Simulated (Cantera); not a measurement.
Input: 1 mol NaI, 0.081 mol H₂O, 0.84 mol N₂, at 13.3 mbar.

Method: chemical equilibrium by Gibbs-energy minimisation in Cantera with the NASA 1993 tables (ideal gas, pure condensed phases). Candidate condensed phases: H₂O, I₂, Na, NaI, NaOH, NaO₂, Na₂O, Na₂O₂; 35 gas species. Gases not in the tables: NaBr and NaI dimers. Rates play no part. All values below are at 1775 K.

Base state: NaI 0.453, N₂ 0.418, I 0.0446, Na 0.0421, H₂O 0.0372, NaOH 0.00274, H₂ 0.00152, HI 0.000231 (mole fractions); condensed: gas only.

What changes in the equilibrium state with this change: H₂O from 0.081 to 1 mol?


```json
[
 {"species": "H₂O", "before": "0.0372", "after": "0.328"},
 {"species": "NaI", "before": "0.453", "after": "0.299"},
 {"species": "N₂", "before": "0.418", "after": "0.285"},
 {"species": "Na", "before": "0.0421", "after": "0.0311"},
 {"species": "I", "before": "0.0446", "after": "0.0399"},
 {"species": "O₂", "before": "8.17e-5", "after": "0.000451"},
 {"species": "OH", "before": "0.000149", "after": "0.000679"},
 {"species": "H₂", "before": "0.00152", "after": "0.00570"},
 {"species": "NaOH", "before": "0.00274", "after": "0.00922"},
 {"species": "O", "before": "7.49e-6", "after": "1.76e-5"}
]
```

What changes in the equilibrium state with this change: pressure from 13.3 mbar to 1.00 bar?


| species | before | after |
|---|---|---|
| NaI | 0.453 | 0.511 |
| N₂ | 0.418 | 0.435 |
| H₂O | 0.0372 | 0.0391 |
| I | 0.0446 | 0.00669 |
| Na | 0.0421 | 0.00422 |
| O₂ | 8.17e-5 | 1.75e-6 |
| H | 9.76e-5 | 1.03e-5 |
| OH | 0.000149 | 1.99e-5 |
| NO | 5.48e-5 | 8.19e-6 |
